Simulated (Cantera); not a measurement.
A perfectly stirred reactor is fed with C₂H₄ : H₂ = 1 : 7.1 (molar parts), at 1330 Pa; it is held at 1875 K, and followed from long to short residence time.

Model: GRI-Mech 3.0 (53 species, 325 reactions), integrated in Cantera. GRI-Mech 3.0 was tuned for natural gas; its chemistry of ethylene as a main component is partial and can be far from experiment. GRI-Mech 3.0 stops at C3 and has no aromatics, soot or wall deposition, so with more carbon than oxygen in the feed, carbon stays in small species such as C2H2 where larger ones or solid carbon would form. Radical loss at walls, strong at low pressure, is not modelled.

Question: Predict: x(C₂H₄) at τ = 0.320 s; x(H₂) at τ = 0.320 s; x(C₂H) at τ = 0.320 s; x(CH₃) at τ = 0.320 s; x(CH₂) at τ = 0.320 s; x(C₂H₄) at τ = 8.70 ms; x(H₂) at τ = 8.70 ms; x(C₂H) at τ = 8.70 ms; x(CH₃) at τ = 8.70 ms; x(CH₂) at τ = 8.70 ms.

Answer: 
| Property | Value |
|---|---|
| x(C₂H₄) at τ = 0.320 s | 0.000768 |
| x(H₂) at τ = 0.320 s | 0.889 |
| x(C₂H) at τ = 0.320 s | 1.49e-6 |
| x(CH₃) at τ = 0.320 s | 1.26e-6 |
| x(CH₂) at τ = 0.320 s | 4.74e-9 |
| x(C₂H₄) at τ = 8.70 ms | 0.0453 |
| x(H₂) at τ = 8.70 ms | 0.885 |
| x(C₂H) at τ = 8.70 ms | 1.46e-7 |
| x(CH₃) at τ = 8.70 ms | 9.74e-8 |
| x(CH₂) at τ = 8.70 ms | 2.70e-8 |
